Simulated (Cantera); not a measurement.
A perfectly stirred reactor is fed with CH₄ : CO : O₂ : N₂ = 1 : 0.67 : 4.1 : 15.4 (molar parts), at 11.8 atm; it is adiabatic with a 425 K inlet, and is followed from long to short residence time, starting on the burning branch (τ in s: 0.11, 0.041, 0.015, 0.0055, 0.002, 0.00074, 0.00027, 9.9e-05, 3.6e-05).

Model: GRI-Mech 3.0 (53 species, 325 reactions), integrated in Cantera. The pressure lies above the range GRI-Mech 3.0 was tuned for (to about 10 atm).

Question: What does this change do: CH4 1 to 1.6 parts?

Answer: 
| quantity | before | after |
|---|---|---|
| blow-out, bracketed by the residence times tried | burning at 0.740 ms, out at 0.270 ms | burning at 36.0 µs, the shortest tried |
| x(CH₄) at τ = 0.110 s | 3.72e-6 | 5.04e-7 |
| x(CO) at τ = 0.110 s | 8.99e-5 | 0.00135 |
| x(O₂) at τ = 0.110 s | 0.0847 | 0.0253 |
| x(HO₂) at τ = 0.110 s | 1.27e-6 | 2.94e-6 |
| x(C₂H₄) at τ = 0.110 s | 9.93e-10 | 6.33e-12 |
| x(CH₄) at τ = 2.00 ms | 8.04e-5 | 2.08e-5 |
| x(CO) at τ = 2.00 ms | 0.00195 | 0.00287 |
| x(O₂) at τ = 2.00 ms | 0.0857 | 0.0272 |
| x(HO₂) at τ = 2.00 ms | 1.24e-5 | 4.47e-6 |
| x(C₂H₄) at τ = 2.00 ms | 2.09e-7 | 9.34e-9 |
